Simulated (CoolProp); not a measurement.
Vapour-liquid equilibrium of hydrogen sulfide (1) + propane (2) at 280.5 K; x and y are mole fractions of (1).

The numbers come from the multi-fluid Helmholtz-energy mixture model, Lemmon 2006 and Lemmon 2009; pair parameters Kunz 2012 in CoolProp.

```tsv
x	bubble pressure, mixture model (MPa)	bubble pressure, Raoult's law (MPa)	y, mixture model	y, Raoult's law
0.05	0.7020	0.6243	0.178	0.102
0.2	0.9573	0.7268	0.450	0.350
0.35	1.123	0.8293	0.582	0.537
0.5	1.230	0.9318	0.668	0.683
0.65	1.296	1.034	0.738	0.800
0.8	1.328	1.137	0.814	0.896
0.95	1.306	1.239	0.933	0.976
```

The largest gap from Raoult's law is +35.4 % in bubble pressure, at x = 0.35. y crosses x between x = 0.8 and 0.95: the model has an azeotrope there.

The pair parameters rest on a limited set of measurements; away from them the model extrapolates.
